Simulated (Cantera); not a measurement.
An isothermal, constant-pressure homogeneous reactor starts with 15.4 % CH4, 84.6 % N2, at 1450 K and 0.247 atm.

Computed with Cantera and GRI-Mech 3.0 (53 species, 325 reactions). GRI-Mech 3.0 stops at C3 and has no aromatics, soot or wall deposition, so with more carbon than oxygen in the feed, carbon stays in small species such as C2H2 where larger ones or solid carbon would form.

x: mole fraction; the columns are a selection and need not sum to one.

| t (s) | x CH4 | x H2 | x C2H | x C2H4 | x C2H6 | x CH3 | x C2H2 |
|---|---|---|---|---|---|---|---|
| 3.00e-5 | 0.154 | 1.42e-7 | <1e-12 | <1e-12 | 2.23e-12 | 2.92e-7 | <1e-12 |
| 9.53e-5 | 0.154 | 4.69e-7 | <1e-12 | 1.72e-11 | 7.53e-11 | 9.45e-7 | <1e-12 |
| 0.000302 | 0.154 | 1.51e-6 | <1e-12 | 6.32e-10 | 2.42e-9 | 3.01e-6 | <1e-12 |
| 0.000960 | 0.154 | 4.84e-6 | <1e-12 | 2.09e-8 | 7.48e-8 | 9.45e-6 | 1.25e-11 |
| 0.00305 | 0.154 | 1.64e-5 | <1e-12 | 5.88e-7 | 1.91e-6 | 2.67e-5 | 1.41e-9 |
| 0.00968 | 0.154 | 6.73e-5 | <1e-12 | 9.45e-6 | 2.24e-5 | 5.14e-5 | 1.07e-7 |
| 0.0307 | 0.153 | (withheld) | <1e-12 | (withheld) | (withheld) | (withheld) | (withheld) |
| 0.0976 | 0.151 | 0.00216 | 1.40e-11 | 0.000684 | 0.000247 | 0.000122 | 0.000160 |
| 0.310 | 0.144 | 0.0112 | 1.51e-10 | 0.00181 | 0.000227 | 0.000117 | 0.00242 |
| 0.984 | 0.126 | 0.0347 | 5.24e-10 | 0.00123 | 0.000122 | 8.85e-5 | 0.0107 |
| 3.12 | 0.0943 | 0.0767 | 1.09e-9 | 0.000731 | 5.16e-5 | 6.01e-5 | 0.0251 |
| 9.92 | (withheld) | (withheld) | (withheld) | (withheld) | (withheld) | (withheld) | (withheld) |
| 31.5 | 0.0173 | 0.177 | 3.08e-9 | 0.00123 | 2.26e-6 | 1.35e-5 | 0.0580 |
| 100 | 0.00788 | 0.189 | 3.69e-9 | 0.00138 | 8.69e-7 | 6.91e-6 | 0.0620 |

Complete the blanks.


- 0.0307, x H2: 0.000340
- 0.0307, x C2H4: 9.18e-5
- 0.0307, x C2H6: 0.000101
- 0.0307, x CH3: 8.38e-5
- 0.0307, x C2H2: 4.63e-6
- 9.92, x CH4: 0.0509
- 9.92, x H2: 0.133
- 9.92, x C2H: 1.96e-9
- 9.92, x C2H4: 0.000832
- 9.92, x C2H6: 1.41e-5
- 9.92, x CH3: 3.34e-5
- 9.92, x C2H2: 0.0438
